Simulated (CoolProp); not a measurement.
Vapour-liquid equilibrium of methane (1) + ethylene (2) at 0.0903 MPa; x and y are mole fractions of (1).

The numbers come from the multi-fluid Helmholtz-energy mixture model, Setzmann 1991 and Smukala 2000; pair parameters Bell 2016 in CoolProp.

Problem. Give the bubble temperature and the first vapour's composition at x = 0.05, 0.25, 0.85. Is there an azeotrope?

Solution. x = 0.05: -124.6 °C, y = 0.736; x = 0.25: -150.0 °C, y = 0.982; x = 0.85: -161.2 °C, y = 0.998. No azeotrope shows between x = 0.05 and 0.95.

Pair parameters are fitted to limited data, so mixtures are less certain than the pure fluids. With so large a gap from Raoult's law the liquid may split in two, which this calculation doesn't test in full.
